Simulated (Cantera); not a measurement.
Feed: 1 mol Pb, 0.33 mol CO, 18 mol H2, held at 1450 K and 0.133 bar.

Cantera equilibrium calculation (NASA polynomials, part measured and part estimated; ideal gas, pure solids and liquids). Candidate condensed phases: C, C6H6, C7H8, C8H18, H2O, Pb, PbO, PbO2, Pb3O4; 113 gas species. Equilibrium is a limit: real reactors are often held back by kinetics, nucleation or transport.

Base state: H2 0.931, Pb 0.0517, CO 0.0170, CH4 4.50e-5, H2O 4.48e-5, H 2.50e-5 (mole fractions); condensed: gas only.

**Question.** What changes in the equilibrium state with this change: temperature from 1450 K to 1200 K?

**Answer.** 
```
species      before     after
----------  -------  --------
H2            0.931     0.977
CO           0.0170    0.0176
Pb           0.0517   0.00482
H           2.50e-5   5.34e-7
CH4         4.50e-5  0.000348
H2O         4.48e-5  0.000343
Pb(l), mol        0     0.911
```
